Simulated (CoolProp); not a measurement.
Vapour-liquid equilibrium of ethane (1) + propylene (2) at 0.946 bar; x and y are mole fractions of (1).

Model: multi-fluid Helmholtz-energy mixture model, Bücker 2006 and Lemmon 2013; pair parameters Bell 2016, in CoolProp.

**Question.** Give the bubble temperature and the first vapour's composition at x = 0.425, 0.575, 0.725. Is there an azeotrope?

**Answer.** x = 0.425: 196.8 K, y = 0.857; x = 0.575: 192.2 K, y = 0.919; x = 0.725: 188.5 K, y = 0.957. No azeotrope shows between x = 0.05 and 0.95.

Pair parameters are fitted to limited data, so mixtures are less certain than the pure fluids.
